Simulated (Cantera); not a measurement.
Feed: 1 mol TiC, 4.6 mol H₂, held at 10000 Pa.

These are equilibrium values from Cantera (NASA tables, ideal gas, pure condensed phases), not measurements of a reactor. Candidate condensed phases: C, C₆H₆, C₇H₈, C₈H₁₈, Ti, TiC; 77 gas species. TiC: taken at fixed stoichiometry. Rates play no part. All values below are at 2423 K.

Base state: H₂ 0.945, H 0.0545, Ti 8.56e-5, C₂H₂ (acetylene) 4.13e-5 (mole fractions); condensed: TiC(s).

**Question.** What changes in the equilibrium state with this change: pressure from 10000 Pa to 101000 Pa?

**Answer.** 
| species | before | after |
|---|---|---|
| H₂ | 0.945 | 0.983 |
| H | 0.0545 | 0.0175 |
| Ti | 8.56e-5 | 2.09e-5 |
| C₂H₂ (acetylene) | 4.13e-5 | 7.02e-6 |
| TiC(s), mol | 1.000 | 1.000 |
